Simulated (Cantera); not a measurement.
Equilibrium for aluminium and copper etching: Al + I2 + N2

A closed system holds: 1 mol Al, 1.1 mol I2, 27 mol N2, held at 0.0140 bar.

Cantera equilibrium calculation (NASA polynomials, part measured and part estimated; ideal gas, pure solids and liquids). Candidate condensed phases: Al, AlI3, AlN, I2; 10 gas species. Kinetics and transport are ignored.

```csv
T (K),log p N2,log p I,log p I2,log p AlI3,n AlN(s)
673,-1.87,-4.98,-3.55,-3.74,0.641
773,-1.87,-4.28,-3.70,-3.65,0.562
873,-1.87,-3.77,-3.86,-3.66,0.562
973,-1.88,-3.39,-4.05,-3.76,0.654
1073,-1.88,-3.15,-4.33,-4.03,0.811
1173,-1.89,-3.02,-4.72,-4.50,0.936
1273,-1.89,-2.98,-5.19,-5.10,0.983
1373,-1.89,-2.97,-5.63,-5.69,0.990
1473,-1.89,-2.98,-6.03,-6.23,0.971
1573,-1.89,-2.99,-6.42,-6.74,0.895
```
log p: log10 of the partial pressure in bar; n: condensed amount in mol.

From 673 K to 1573 K the condensed part is AlN(s). The main Al-bearing gas is AlI3 at 673 K and AlI at 1573 K.
